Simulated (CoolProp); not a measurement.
A simple Rankine cycle with octamethyltrisiloxane (MDM): condensing at 330.15 K, boiler at 0.0198 MPa, turbine inlet 387.9 K, turbine efficiency 0.75, pump efficiency 0.7, no recuperator. Each further row changes one setting.

Computed with CoolProp (reference Helmholtz-energy equation of state, Thol 2017).

```tsv
case	thermal efficiency (%)	net work (kJ/kg)	heat in (kJ/kg)	turbine exit temperature (K)	volume ratio over the turbine
as stated	___	___	281	376.2	6.21
turbine inlet 407.9 K	___	___	315	396.0	6.20
condensing temperature 322.15 K	___	22.3	296	373.6	9.36
boiler pressure 0.0139 MPa	5.3	___	282	___	4.36
turbine efficiency 0.65	5.6	15.8	281	377.7	6.24
```

Q: Some entries are withheld; supply them.

A: 
- as stated, thermal efficiency (%): 6.5
- as stated, net work (kJ/kg): 18.2
- turbine inlet 407.9 K, thermal efficiency (%): 6.1
- turbine inlet 407.9 K, net work (kJ/kg): 19.2
- condensing temperature 322.15 K, thermal efficiency (%): 7.5
- boiler pressure 0.0139 MPa, net work (kJ/kg): 14.8
- boiler pressure 0.0139 MPa, turbine exit temperature (K): 378.5
